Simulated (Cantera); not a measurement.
An isothermal, constant-pressure homogeneous reactor starts with NH3 : H2 = 1 : 8.3 (molar parts), at 1725 K and 1800 Pa. Integrator tolerance rtol = 1e-08.

Model: the gas-phase N/H chemistry of the illustrative SiF4/NH3 mechanism in the Surface Chemkin manual (1991), integrated in Cantera. Walls and surfaces, which speed up NH3 decomposition in real reactors, are not modelled.

Q: What does this change do: H2 8.3 to 2.8 parts?

A: 
```json
[
 {"quantity": "x(NH3) at 200 s", "before": "0.00232 (gas-phase equilibrium 1.25e-7)", "after": "0.00364 (gas-phase equilibrium 1.67e-7)"},
 {"quantity": "x(H2) at 200 s", "before": "0.949 (gas-phase equilibrium 0.950)", "after": "0.893 (gas-phase equilibrium 0.895)"},
 {"quantity": "x(N2H2) at 200 s", "before": "1.41e-9 (gas-phase equilibrium <1e-12)", "after": "2.57e-9 (gas-phase equilibrium <1e-12)"},
 {"quantity": "x(N2) at 200 s", "before": "0.0475 (gas-phase equilibrium 0.0485)", "after": "0.103 (gas-phase equilibrium 0.104)"},
 {"quantity": "x(H) at 200 s", "before": "0.000951 (gas-phase equilibrium 0.00136)", "after": "0.000780 (gas-phase equilibrium 0.00132)"}
]
```
